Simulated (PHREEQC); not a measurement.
Consider water at 34 °C with 0.0081 mol KOH, 0.063 mol Fe(NO3)3 and 0.027 mol CuSO4 per kg of water. Closed to the air; pH follows from the charge balance.

Equilibrium calculation in PHREEQC: ion-association model, phreeqc.dat.

Task: The ionic strength comes out as 0.337 mol/kgw. What activity coefficients do FeHSO4+2, Fe3(OH)4+5, Fe2(OH)2+4, Fe(SO4)2-, SO4-2 get?

Result: FeHSO4+2 0.28, Fe3(OH)4+5 0.00036, Fe2(OH)2+4 0.0062, Fe(SO4)2- 0.73, SO4-2 0.24.

No solid was allowed to form. Saturation is exceeded, for instance for Jarosite-K, Hematite (slow to form); the values hold only as long as no solid forms. Complexes and solids missing from the database can't appear.
